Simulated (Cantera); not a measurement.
An adiabatic, constant-pressure homogeneous reactor starts with 0.462 % CH4, 0.0647 % C2H6, 0.245 % C3H8, 6.79 % O2, 74.9 % N2, 17.6 % H2O, at 1373 K and 750 Torr.

Detailed kinetics in Cantera: GRI-Mech 3.0 (53 species, 325 reactions). GRI-Mech 3.0 was tuned for natural gas; its chemistry of propane as a main component is partial and can be far from experiment.

Task: Predict: time of steepest temperature rise; temperature at 0.100 s; equilibrium temperature; x(CO) at 0.100 s; x(H2) at 0.100 s; x(N2O) at 0.100 s.

Result: 
- time of steepest temperature rise: 0.584 ms
- temperature at 0.100 s: 1628 K
- equilibrium temperature: 1626 K
- x(CO) at 0.100 s: 1.82e-6 (gas-phase equilibrium 1.78e-6)
- x(H2) at 0.100 s: 8.66e-6 (gas-phase equilibrium 8.48e-6)
- x(N2O) at 0.100 s: 5.61e-8 (gas-phase equilibrium 5.55e-8)
